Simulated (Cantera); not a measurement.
An isothermal, constant-pressure homogeneous reactor starts with 28.3 % H₂, 16.7 % O₂, 55.0 % N₂, at 875 K and 105 Torr.

Computed with Cantera and GRI-Mech 3.0 (53 species, 325 reactions). Radical loss at walls, strong at low pressure, is not modelled. Below about 950 K walls govern HO2 and H2O2 in real vessels. The temperature is held fixed by assumption; the heat of reaction is taken as removed at once.

Problem. Predict: x(H₂) at 2.00 s; x(O₂) at 2.00 s; x(NO) at 2.00 s; x(OH) at 2.00 s; x(H₂O₂) at 2.00 s; x(HO₂) at 2.00 s.

Solution. 
```json
{
  "x(H₂) at 2.00 s": "0.0145 (gas-phase equilibrium 6.48e-12)",
  "x(O₂) at 2.00 s": "0.0361 (gas-phase equilibrium 0.0291)",
  "x(NO) at 2.00 s": "1.24e-7 (gas-phase equilibrium 2.20e-6)",
  "x(OH) at 2.00 s": "8.92e-8 (gas-phase equilibrium 1.28e-8)",
  "x(H₂O₂) at 2.00 s": "6.34e-5 (gas-phase equilibrium 9.57e-12)",
  "x(HO₂) at 2.00 s": "1.18e-5 (gas-phase equilibrium 2.40e-11)"
}
```
